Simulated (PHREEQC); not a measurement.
## Copper plating or etch bath (model solution)

A solution holds 0.24 mol/kgw CuCl2, 0.016 mol/kgw HNO3 and 0.013 mol/kgw FeCl3, at 47 °C. Closed to the air; pH follows from the charge balance.

Computed with PHREEQC (ion-association model, phreeqc.dat).

Each row changes one thing in this solution. Precipitation was switched off in this run.

```tsv
case	pH	ionic strength (mol/kgw)	Cl- (mol/kgw)	FeCl+2 (mol/kgw)	Fe+3 (mol/kgw)	FeCl2+ (mol/kgw)	SI of Goethite (FeOOH)	SI of Hematite (Fe2O3)
as made	1.89	0.567	0.397	0.00880	0.00151	0.00151	+3.46	+9.02
temperature from 47 to 30 °C	1.90	0.641	0.436	0.00791	0.00199	0.00244	+3.07	+8.17
CuCl2 from 0.24 to 0.216 mol/kgw	1.88	0.524	0.365	0.00870	0.00161	0.00141	+3.49	+9.08
CuCl2 replaced by ZnCl2 at the same molality	1.89	0.576	0.383	0.00877	0.00157	0.00144	+3.47	+9.04
CuCl2 from 0.24 to 0.048 mol/kgw	1.82	0.191	0.117	0.00646	0.00315	0.000493	+3.79	+9.68
diluted 2-fold with water	2.13	0.315	0.215	0.00349	0.00101	0.000406	+4.11	+10.32
```

Complexes and solids missing from the database can't appear. Some of these states are supersaturated (in Hematite (slow to form), Goethite (slow to form), for instance). Constants without temperature data keep their 25 °C values here.
